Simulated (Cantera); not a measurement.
What does this Cantera script print?

```python
import numpy as np
import cantera as ct

gas_names = """
    N2 CL2
""".split()
cond_names = """
    Li(L) LiCL(L)
""".split()


# ... load() reads the species with a 1 bar reference pressure and builds the phases ...
species = {s.name: s for s in load("nasa_gas.yaml", gas_names) + load("nasa_condensed.yaml", cond_names)}
T = 1450
g = {n: (s.thermo.h(T) - T * s.thermo.s(T)) / (ct.gas_constant * T * np.log(10)) for n, s in species.items()}
valid = cond_names  # the entries whose range holds T


def stable(la, lb):
    # potentials (over RT ln 10) of the two non-metals from log10 p(N2) and log10 p(CL2) in bar
    mu = {}
    mu["N"] = (g["N2"] + la) / 2
    mu["Cl"] = (g["CL2"] + lb) / 2
    cost = {}
    for n in valid:
        c = species[n].composition
        cost[n] = (g[n] - sum(c.get(e, 0) * m for e, m in mu.items())) / c["Li"]
    return min(cost, key=cost.get)


results = []
for lb in [0, -1.9, -3.7, -5.6, -7.4, -9.3, -11.1, -13, -14.9, -16.7, -18.6, -20.4, -22.3, -24.1, -26]:
    row = [stable(la, lb) for la in [-17, -16.1, -15.2, -14.3, -13.4, -12.5, -11.6, -10.7, -9.8, -8.9, -8.1, -7.2, -6.3, -5.4, -4.5, -3.6, -2.7, -1.8, -0.9, 0]]
    results.append(row)
    print(f"{lb:6.1f}  " + " ".join(f"{valid.index(n):x}" for n in row))
print("key: " + ", ".join(f"{i:x} {n}" for i, n in enumerate(valid)))
```

Result:

```
   0.0  1 1 1 1 1 1 1 1 1 1 1 1 1 1 1 1 1 1 1 1
  -1.9  1 1 1 1 1 1 1 1 1 1 1 1 1 1 1 1 1 1 1 1
  -3.7  1 1 1 1 1 1 1 1 1 1 1 1 1 1 1 1 1 1 1 1
  -5.6  1 1 1 1 1 1 1 1 1 1 1 1 1 1 1 1 1 1 1 1
  -7.4  1 1 1 1 1 1 1 1 1 1 1 1 1 1 1 1 1 1 1 1
  -9.3  1 1 1 1 1 1 1 1 1 1 1 1 1 1 1 1 1 1 1 1
 -11.1  1 1 1 1 1 1 1 1 1 1 1 1 1 1 1 1 1 1 1 1
 -13.0  1 1 1 1 1 1 1 1 1 1 1 1 1 1 1 1 1 1 1 1
 -14.9  1 1 1 1 1 1 1 1 1 1 1 1 1 1 1 1 1 1 1 1
 -16.7  1 1 1 1 1 1 1 1 1 1 1 1 1 1 1 1 1 1 1 1
 -18.6  1 1 1 1 1 1 1 1 1 1 1 1 1 1 1 1 1 1 1 1
 -20.4  1 1 1 1 1 1 1 1 1 1 1 1 1 1 1 1 1 1 1 1
 -22.3  0 0 0 0 0 0 0 0 0 0 0 0 0 0 0 0 0 0 0 0
 -24.1  0 0 0 0 0 0 0 0 0 0 0 0 0 0 0 0 0 0 0 0
 -26.0  0 0 0 0 0 0 0 0 0 0 0 0 0 0 0 0 0 0 0 0
key: 0 Li(L), 1 LiCL(L)
```

Source: NASA polynomial tables (part measured, part estimated), evaluated in Cantera.
